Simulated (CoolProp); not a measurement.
Vapour-liquid equilibrium of benzene (1) + octamethylcyclotetrasiloxane (D4) (2) at 359.3 K; x and y are mole fractions of (1).

The numbers come from the multi-fluid Helmholtz-energy mixture model, Thol 2012 and Thol 2015; pair parameters Bell 2016 in CoolProp.

| x | bubble pressure, mixture model (MPa) | bubble pressure, Raoult's law (MPa) | y, mixture model | y, Raoult's law |
|---|---|---|---|---|
| 0.05 | 0.009646 | 0.01064 | 0.525 | 0.572 |
| 0.125 | 0.01791 | 0.01942 | 0.764 | 0.784 |
| 0.2 | 0.02686 | 0.02819 | 0.856 | 0.864 |
| 0.275 | 0.03602 | 0.03696 | 0.902 | 0.906 |
| 0.35 | 0.04506 | 0.04573 | 0.930 | 0.932 |
| 0.425 | 0.05385 | 0.05450 | 0.947 | 0.949 |
| 0.5 | 0.06237 | 0.06327 | 0.960 | 0.962 |
| 0.575 | 0.07074 | 0.07204 | 0.969 | 0.972 |
| 0.65 | 0.07910 | 0.08081 | 0.977 | 0.979 |
| 0.725 | 0.08766 | 0.08958 | 0.983 | 0.985 |
| 0.8 | 0.09657 | 0.09836 | 0.989 | 0.990 |
| 0.875 | 0.1059 | 0.1071 | 0.994 | 0.994 |
| 0.95 | 0.1155 | 0.1159 | 0.998 | 0.998 |

The largest gap from Raoult's law is -9.3 % in bubble pressure, at x = 0.05. No azeotrope shows between x = 0.05 and 0.95.

Pair parameters are fitted to limited data, so mixtures are less certain than the pure fluids.
